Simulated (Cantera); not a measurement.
Cantera run:

```python
import numpy as np
import cantera as ct

gas_names = """
    O O2 O3 S SO SO2 SO3 S2 S2O S8
""".split()
cond_names = """
    S(cr1) S(cr2) S(L)
""".split()


# ... load() reads the species with a 1 bar reference pressure and builds the phases ...
atoms = {
    'S': {'S': 1},
    'O2': {'O': 2},
}
top_T = {}  # K; cautious upper limits of use, not melting points


# ... equilibrate(T, P, feed) seeds the gas with the atoms and calls Mixture.equilibrate('TP', solver="vcs", rtol=1e-11, max_steps=5000) ...
results = []
feed = {'S': 1, 'O2': 0.17}  # mol
T = 1548  # K
P = 133.322  # Pa
mix = equilibrate(T, P, feed)
results.append((T, P, feed, dict(zip(mix.species_names, mix.species_moles))))
x = sorted(zip(gas.X, gas.species_names), reverse=True)
print(f"T = {T:g} K  P = {P:g} Pa  gas = {mix.phase_moles(0):.4g} mol")
print("   x: " + "  ".join(f"{s} {v:.3e}" for v, s in x if v > 0.001))
print("   condensed (mol): " + ("  ".join(f"{mix.phase(i).name} {mix.phase_moles(i):.4g}"
      for i in range(1, mix.n_phases) if mix.phase_moles(i) > 1e-12) or "none"))
```

It prints:

```
T = 1548 K  P = 133.322 Pa  gas = 0.5892 mol
   x: S2 6.935e-01  SO2 2.722e-01  SO 2.895e-02  S2O 3.749e-03  S 1.593e-03
   condensed (mol): none
```

Cantera equilibrium calculation (NASA polynomials, part measured and part estimated; ideal gas, pure solids and liquids).
